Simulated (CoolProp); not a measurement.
The fluoroketone C6F12O (FK-5-1-12) at several states: fugacity coefficient from the reference equation and from simpler models built on Tc = 441.8 K, pc = 1869 kPa, ω = 0.471; each cubic takes its own stable root.

The numbers come from the reference Helmholtz-energy equation of state, McLinden 2015 in CoolProp.

| T (K) | p (kPa) | phase | reference |
|---|---|---|---|
| 387.5 | 257 | gas | 0.9230 |
| 430.7 | 863 | gas | 0.8276 |
| 227.5 | 16.3 | liquid | 0.03679 |

Problem. How far does each simpler model (Redlich-Kwong, Soave-Redlich-Kwong, Peng-Robinson) lie from the reference over these 3 states: mean and median of the absolute difference, and the worst?

Solution. 
- Redlich-Kwong: mean 314.8 %, median 1.0 %, worst +942.4 % at 227.5 K and 16.3 kPa
- Soave-Redlich-Kwong: mean 2.2 %, median 0.4 %, worst +5.9 % at 227.5 K and 16.3 kPa
- Peng-Robinson: mean 6.6 %, median 1.3 %, worst +18.1 % at 227.5 K and 16.3 kPa
